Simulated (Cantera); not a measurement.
Standard-state values (1 bar) from the NASA 1993 polynomials, evaluated with Cantera. Values are per mole of reaction as written; species without (g) are pure solids or liquids, kept so even where they would boil at 1 bar.

H₂O(g) + V₂O₅ → 2 OH(g) + V₂O₄, with ΔH° = 444.0 kJ and ΔS° = 151.7 J/K at 300 K.

### Question
How far is the shortcut ΔG° ≈ ΔH°(300 K) − T·ΔS°(300 K) from the full temperature-dependent value at 2448, 2498, 2548, 2598, 2648, 2698 K?

### Answer
```
T (K)  shortcut (kJ)  full (kJ)  difference (kJ)  difference in log10 K  condensed phases
-----  -------------  ---------  ---------------  ---------------------  ----------------
2448            72.7       69.5              3.2                  -0.07  V₂O₅(l), V₂O₄(l)
2498            65.1       60.1              5.0                  -0.10  V₂O₅(l), V₂O₄(l)
2548            57.5       50.8              6.8                  -0.14  V₂O₅(l), V₂O₄(l)
2598            49.9       41.3              8.6                  -0.17  V₂O₅(l), V₂O₄(l)
2648            42.3       31.9             10.4                  -0.21  V₂O₅(l), V₂O₄(l)
2698            34.8       22.4             12.4                  -0.24  V₂O₅(l), V₂O₄(l)
```
The shortcut ignores heat capacities and the phase changes listed.
